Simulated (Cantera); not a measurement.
A Cantera script and its output.

```python
import numpy as np
import cantera as ct

gas = ct.Solution("gri30.yaml")
gas.TPX = 775, 101325, {'CO': 1, 'H2': 1.3, 'CH4': 0.033, 'O2': 1.22, 'N2': 4.57}
inlet = ct.Reservoir(gas, clone=True)
gas.equilibrate("HP")  # start burning
reactor = ct.IdealGasConstPressureReactor(gas, energy="on", clone=False)
exhaust = ct.Reservoir(gas, clone=True)
tau = [0.023, 0.011, 0.0048, 0.0022, 0.00099, 0.00045, 0.00021, 9.3e-05, 4.2e-05, 1.9e-05, 8.7e-06, 4e-06][0]
for a, b in ((inlet, reactor), (reactor, exhaust)):
    ct.MassFlowController(a, b, mdot=lambda t: reactor.mass / tau)
net = ct.ReactorNet([reactor])
show = ['CO', 'H2', 'CH4', 'H2O', 'C2H', 'OH']

rows = []
print(f"{'tau/s':>10s}{'T/K':>9s}" + "".join(f"{s:>11s}" for s in show))
for tau in [0.023, 0.011, 0.0048, 0.0022, 0.00099, 0.00045, 0.00021, 9.3e-05, 4.2e-05, 1.9e-05, 8.7e-06, 4e-06]:
    net.initial_time = 0.0
    net.advance(30 * tau)
    before = gas.X
    net.advance(40 * tau)
    drift = np.max(np.abs(gas.X - before) / (gas.X + 1e-9))
    rows.append([gas.T, *gas[show].X, drift])
    print(f"{tau:10.3e}{gas.T:9.1f}" + "".join(f"{x:11.3e}" for x in gas[show].X))
```

Output:

```
     tau/s      T/K         CO         H2        CH4        H2O        C2H         OH
 2.300e-02   2536.1  3.906e-02  1.018e-02  1.333e-07  1.716e-01  3.006e-14  1.245e-02
 1.100e-02   2520.8  4.024e-02  1.062e-02  2.621e-07  1.704e-01  6.333e-14  1.293e-02
 4.800e-03   2484.0  4.287e-02  1.164e-02  5.330e-07  1.679e-01  1.352e-13  1.384e-02
 2.200e-03   2417.1  4.707e-02  1.344e-02  9.841e-07  1.635e-01  2.324e-13  1.507e-02
 9.900e-04   2311.8  5.251e-02  1.617e-02  1.805e-06  1.567e-01  3.443e-13  1.629e-02
 4.500e-04   2180.8  5.767e-02  1.927e-02  3.406e-06  1.485e-01  5.056e-13  1.684e-02
 2.100e-04   2037.3  6.184e-02  2.216e-02  6.762e-06  1.399e-01  8.109e-13  1.637e-02
 9.300e-05   1871.0  6.626e-02  2.472e-02  1.579e-05  1.307e-01  1.491e-12  1.469e-02
 4.200e-05   1696.8  7.433e-02  2.699e-02  4.317e-05  1.227e-01  2.799e-12  1.204e-02
 1.900e-05   1501.1  9.307e-02  3.397e-02  1.656e-04  1.141e-01  5.286e-12  8.582e-03
 8.700e-06    775.0  1.231e-01  1.600e-01  4.063e-03  8.748e-14  4.567e-40  7.156e-15
 4.000e-06    775.0  1.231e-01  1.600e-01  4.063e-03  2.255e-14 -1.274e-43  4.065e-15
```

Model: GRI-Mech 3.0 (53 species, 325 reactions), integrated in Cantera.
